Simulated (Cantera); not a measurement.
A closed system holds: 1 mol SiCl₄, 24 mol N₂, 17 mol H₂, 0.00061 mol Cl₂, at 14.0 mbar.

Cantera equilibrium calculation (NASA polynomials, part measured and part estimated; ideal gas, pure solids and liquids). Candidate condensed phases: NH₄Cl, Si, Si₃N₄; 28 gas species. N₂ is the only nitrogen source here; it is nearly inert below about 1500 K, so the nitride shown seldom forms there in practice. Rates play no part.

Problem. What share of the Si ends up in condensed phases as a function of T (°C), at 802, 902, 1002, 1102, 1202, 1302, 1402, 1502?

Solution. 
```tsv
T (°C)	Si condensed (%)	as
802	99.8	Si₃N₄(s)
902	99.8	Si₃N₄(s)
1002	99.5	Si₃N₄(s)
1102	98.0	Si₃N₄(s)
1202	92.1	Si₃N₄(s)
1302	75.9	Si₃N₄(s)
1402	47.2	Si₃N₄(s)
1502	12.8	Si₃N₄(s)
```
